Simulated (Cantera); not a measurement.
Input: 1 mol SiF₄, 1.3 mol N₂, 14 mol H₂, equilibrated at 1400 K and 10000 Pa.

Cantera equilibrium calculation (NASA polynomials, part measured and part estimated; ideal gas, pure solids and liquids). Candidate condensed phases: Si, Si₃N₄; 37 gas species. The tables' values for SiF₃, SiF₂ are old estimates; treat these amounts as uncertain. Rates play no part.

Base state: H₂ 0.854, N₂ 0.0796, SiF₄ 0.0564, HF 0.00499, SiF₃ 0.00255, SiHF₃ 0.00219, SiF₂ 7.95e-5, SiH₂F₂ 3.97e-5 (mole fractions); condensed: gas only.

### Question
What changes in the equilibrium state with this change: temperature from 1400 K to 850 K?

### Answer
| species | before | after |
|---|---|---|
| H₂ | 0.854 | 0.859 |
| N₂ | 0.0796 | 0.0797 |
| SiF₄ | 0.0564 | 0.0613 |
| HF | 0.00499 | 0.000117 |
| SiF₂ | 7.95e-5 | <1e-9 |
| SiF₃ | 0.00255 | 9.39e-8 |
| H | 1.42e-5 | <1e-9 |
| SiH₂F₂ | 3.97e-5 | 2.66e-8 |
| Si₃N₄(s), mol | 0 | 8.69e-5 |
N₂ is the only nitrogen source here; it is nearly inert below about 1500 K, so the nitride shown seldom forms there in practice.
